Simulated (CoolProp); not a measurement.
Vapour-liquid equilibrium of methanol (1) + toluene (2) at 0.389 MPa; x and y are mole fractions of (1).

The numbers come from the multi-fluid Helmholtz-energy mixture model, de Reuck 1993 and Lemmon 2006; pair parameters Bell 2016 in CoolProp.

**Question.** Give the bubble temperature and the first vapour's composition at x = 0.05, 0.2, 0.5. Is there an azeotrope?

**Answer.** x = 0.05: 412.6 K, y = 0.438; x = 0.2: 388.1 K, y = 0.715; x = 0.5: 381.0 K, y = 0.787. No azeotrope shows between x = 0.05 and 0.95.

The pair parameters rest on a limited set of measurements; away from them the model extrapolates. With so large a gap from Raoult's law the liquid may split in two, which this calculation doesn't test in full.
